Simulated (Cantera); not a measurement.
Input (Python, Cantera) and output of one run.

```python
import numpy as np
import cantera as ct

gas_names = [...]  # 151 gases of nasa_gas.yaml made of C, H, N, O, Si
cond_names = """
    C(gr) C6H6(L) C7H8(L) C8H18(L),n-octa H2O(s) H2O(L) Si(cr) Si(L) SiC(b) SiO2(Lqz) SiO2(hqz) SiO2(L)
    Si2N2O(s) Si3N4(a)
""".split()


# ... load() reads the species with a 1 bar reference pressure and builds the phases ...
atoms = {
    'HMDSO': {'Si': 2, 'C': 6, 'H': 18, 'O': 1},
    'N2O': {'N': 2, 'O': 1},
}
top_T = {'C(gr)': 4500, 'SiC(b)': 3050, 'Si2N2O(s)': 2100, 'Si3N4(a)': 2400}  # K; cautious upper limits of use, not melting points


# ... equilibrate(T, P, feed) seeds the gas with the atoms and calls Mixture.equilibrate('TP', solver="vcs", rtol=1e-11, max_steps=5000) ...
results = []
feed = {'HMDSO': 1, 'N2O': 0.41}  # mol
P = 7.4  # Pa
for T in [750, 825, 900, 975, 1050, 1125, 1200]:
    mix = equilibrate(T, P, feed)
    results.append((T, P, feed, dict(zip(mix.species_names, mix.species_moles))))
    x = sorted(zip(gas.X, gas.species_names), reverse=True)
    print(f"T = {T:g} K  P = {P:g} Pa  gas = {mix.phase_moles(0):.4g} mol")
    print("   x: " + "  ".join(f"{s} {v:.3e}" for v, s in x if v > 0.001))
    print("   condensed (mol): " + ("  ".join(f"{mix.phase(i).name} {mix.phase_moles(i):.4g}"
          for i in range(1, mix.n_phases) if mix.phase_moles(i) > 1e-12) or "none"))
```

Output:

```
T = 750 K  P = 7.4 Pa  gas = 8.998 mol
   x: H2 9.998e-01
   condensed (mol): C(gr) 5.318  SiC(b) 0.68  SiO2(Lqz) 0.5  Si2N2O(s) 0.41
T = 825 K  P = 7.4 Pa  gas = 8.999 mol
   x: H2 9.999e-01
   condensed (mol): C(gr) 5.319  SiC(b) 0.68  SiO2(Lqz) 0.5  Si2N2O(s) 0.41
T = 900 K  P = 7.4 Pa  gas = 9 mol
   x: H2 9.999e-01
   condensed (mol): C(gr) 5.319  SiC(b) 0.6801  SiO2(hqz) 0.4999  Si2N2O(s) 0.41
T = 975 K  P = 7.4 Pa  gas = 9.006 mol
   x: H2 9.993e-01
   condensed (mol): C(gr) 5.311  SiC(b) 0.683  SiO2(hqz) 0.497  Si2N2O(s) 0.41
T = 1050 K  P = 7.4 Pa  gas = 9.087 mol
   x: H2 9.904e-01  CO 9.617e-03
   condensed (mol): C(gr) 5.189  SiC(b) 0.7237  SiO2(hqz) 0.4563  Si2N2O(s) 0.41
T = 1125 K  P = 7.4 Pa  gas = 9.973 mol
   x: H2 9.024e-01  CO 9.747e-02
   condensed (mol): C(gr) 3.861  SiC(b) 1.167  SiO2(hqz) 0.01421  Si2N2O(s) 0.4092
T = 1200 K  P = 7.4 Pa  gas = 10.13 mol
   x: H2 8.881e-01  CO 1.052e-01  N2 6.580e-03
   condensed (mol): C(gr) 3.621  SiC(b) 1.313  Si2N2O(s) 0.3433
```

Equilibrium computed with Cantera from the NASA thermochemical tables; the gas is ideal and each condensed phase is pure. The feed counts by its element totals alone. Mutual solubility and eutectic melting of coexisting phases are not modelled.
